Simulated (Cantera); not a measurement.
## N2O furnace oxynitridation

An isothermal, constant-pressure homogeneous reactor starts with N₂O : O₂ = 1 : 0.32 (molar parts), at 1175 K and 0.470 bar.

Cantera simulation using GRI-Mech 3.0 (53 species, 325 reactions); the numbers are that mechanism's predictions, not measurements. GRI-Mech 3.0 was tuned for natural gas; its chemistry of N2O as a main component is partial and can be far from experiment. The mechanism lacks the step 2 NO + O2 → 2 NO2, which can matter for NO2 below about 1400 K. The temperature is held fixed by assumption; the heat of reaction is taken as removed at once.

| t (s) | x N₂O | x O₂ | x NO₂ | x N₂ | x O | x NO |
|---|---|---|---|---|---|---|
| 1.00e-6 | 0.758 | 0.242 | <1e-12 | 6.74e-8 | 6.40e-8 | 3.38e-10 |
| 1.09e-5 | 0.758 | 0.242 | <1e-12 | 8.79e-7 | 5.39e-7 | 3.39e-8 |
| 0.000119 | 0.758 | 0.242 | 8.93e-12 | 1.38e-5 | 1.19e-6 | 1.26e-6 |
| 0.00130 | 0.757 | 0.242 | 1.43e-9 | 0.000161 | 1.20e-6 | 1.60e-5 |
| 0.0141 | 0.755 | 0.243 | 1.56e-7 | 0.00177 | 1.20e-6 | 0.000176 |
| 0.154 | 0.730 | 0.249 | 7.88e-6 | 0.0189 | 1.19e-6 | 0.00187 |
| 1.68 | 0.520 | 0.300 | 8.85e-5 | 0.164 | 1.09e-6 | 0.0159 |
| 18.3 | 0.0455 | 0.417 | 0.000257 | 0.496 | 3.13e-7 | 0.0412 |
| 200 | 3.99e-7 | 0.430 | 0.000762 | 0.529 | 1.41e-8 | 0.0408 |
x: mole fraction; the columns are a selection and need not sum to one.

Equilibrium at this temperature and pressure: N₂O 8.06e-9, O₂ 0.450, NO₂ 3.78e-6, N₂ 0.549, O 1.44e-8, NO 0.000198 (gas phase only).
